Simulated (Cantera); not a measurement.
A closed system holds: 1 mol AlBr3, 0.71 mol H2O, a varied amount of N2, 45 mol N2O, equilibrated at 1023.15 K and 23.0 mbar.

These are equilibrium values from Cantera (NASA tables, ideal gas, pure condensed phases), not measurements of a reactor. Candidate condensed phases: Al, AlBr3, AlN, Al2O3, Br2, H2O; 41 gas species. Kinetics and transport are ignored.

x: gas mole fraction; n: condensed amount in mol.

```tsv
n(N2) (mol)	x N2	x O2	x Br2	x Br	x H2O	x HBr	n Al2O3(s)
120	0.871	0.115	?	0.00378	0.00358	0.000340	0.500
150	0.889	0.0992	?	0.00347	0.00309	0.000301	0.500
180	0.902	0.0873	?	0.00322	0.00271	0.000271	0.500
230	0.918	0.0727	?	0.00290	0.00226	0.000232	0.500
280	0.930	0.0623	?	0.00264	0.00193	0.000204	0.500
350	0.942	0.0519	?	0.00237	0.00161	0.000174	0.500
430	0.951	0.0436	?	0.00213	0.00135	0.000150	0.500
530	0.959	0.0363	?	0.00190	0.00112	0.000128	0.500
650	0.966	0.0302	?	0.00170	0.000932	0.000109	0.500
800	0.972	0.0250	?	0.00150	0.000770	9.19e-5	0.500
990	0.977	0.0205	?	0.00132	0.000632	7.69e-5	0.500
```

### Question
Fill in the missing entries.

### Answer

- 120, x Br2: 0.00586
- 150, x Br2: 0.00495
- 180, x Br2: 0.00427
- 230, x Br2: 0.00344
- 280, x Br2: 0.00287
- 350, x Br2: 0.00230
- 430, x Br2: 0.00186
- 530, x Br2: 0.00149
- 650, x Br2: 0.00118
- 800, x Br2: 0.000927
- 990, x Br2: 0.000716
